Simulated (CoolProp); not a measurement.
Properties of dimethyl ether along the isobar 1.01 bar (Tc = 400.4 K, pc = 53.37 bar, ω = 0.196).

The numbers come from the reference Helmholtz-energy equation of state, Wu 2011 in CoolProp.

```
T (K)  phase       Z  speed of sound (m/s)  isothermal compressibility (1/MPa)  viscosity (µPa s)  fugacity coefficient
-----  -----  ------  --------------------  ----------------------------------  -----------------  --------------------
297      gas  0.9814                 244.4                               10.09               9.16                0.9818
319.8    gas  0.9857                 253.5                               10.05               9.75                0.9859
342.6    gas  0.9887                 262.2                               10.01               10.4                0.9888
365.4    gas  0.9909                 270.4                               9.993               11.0                0.9910
388.2    gas  0.9925                 278.3                               9.976               11.8                0.9925
411      gas  0.9937                 286.0                               9.964               12.5                0.9938
433.8    gas  0.9947                 293.4                               9.954               13.3                0.9947
456.6    gas  0.9955                 300.7                               9.946               14.2                0.9955
479.4    gas  0.9962                 307.7                               9.939               15.1                0.9962
502.2    gas  0.9967                 314.5                               9.934               16.0                0.9967
525      gas  0.9971                 321.2                               9.929               17.0                0.9971
```

Viscosity comes from a separate model (Meng 2012).
